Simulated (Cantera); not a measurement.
Charge: 1 mol Pb, 0.047 mol O₂, 21 mol H₂, equilibrated at 0.0110 bar.

Equilibrium computed with Cantera from the NASA thermochemical tables; the gas is ideal and each condensed phase is pure. Candidate condensed phases: H₂O, Pb, PbO, PbO₂, Pb₃O₄; 12 gas species. Equilibrium is a limit: real reactors are often held back by kinetics, nucleation or transport.

Q: Which condensed phases are stable at each of these points (T (K)): 700, 775, 850, 925, 1000, 1075, 1150, 1225, 1300?

A: 
```csv
T (K),condensed phases,Pb condensed (%)
700,Pb(l),100.0
775,Pb(l),100.0
850,Pb(l),99.9
925,Pb(l),99.5
1000,Pb(l),96.9
1075,Pb(l),85.4
1150,Pb(l),43.2
1225,gas only,0.0
1300,gas only,0.0
```

From 700 K to 1150 K the condensed part is Pb(l). From 1225 K to 1300 K nothing is condensed.
